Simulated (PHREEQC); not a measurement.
Consider water at 25 °C with 0.018 mol HF, 0.0072 mol NH4F, 0.00062 mol H2SiF6 and 0.0013 mol TMAH per kg of water. Closed to the air; pH follows from the charge balance.

Model: ion-association model, phreeqc.dat, run in PHREEQC.

This is a speciation only: nothing precipitates in the calculation.

**Question.** What pH does the model give?

**Answer.** pH 2.85.

**Question.** In which forms is F present?

**Answer.** HF 55 %, F- 29 %, SiF6-2 13 %, HF2- 3.5 % of the F.

Complexes and solids missing from the database can't appear. (CH3)4N+ isn't in the database: it is added as a free cation with an ion size of 4 Å. SiF6-2 is the database's only silicon fluoride.
